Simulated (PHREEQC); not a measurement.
A solution holds 10 mmol/kgw MnSO4, 14 mmol/kgw MgSO4, 1.2 mmol/kgw NaHCO3 and 110 mmol/kgw Na2SO4, at 25 °C. Closed to the air; pH follows from the charge balance.

Model: ion-association model, phreeqc.dat, run in PHREEQC.

No solid was allowed to form.

Problem. Estimate the pH, ionic strength, activity of water.

Solution. pH 7.31; ionic strength 0.325 mol/kgw; activity of water 0.994.

Problem. In which forms is C present?

Solution. HCO3- 75 %, MnHCO3+ 8.9 %, CO2 5.5 %, MnCO3 5.0 %, NaHCO3 4.0 %, MgHCO3+ 1.5 % of the C.

Examples of supersaturated solids here: Rhodochrosite. Others may be too.
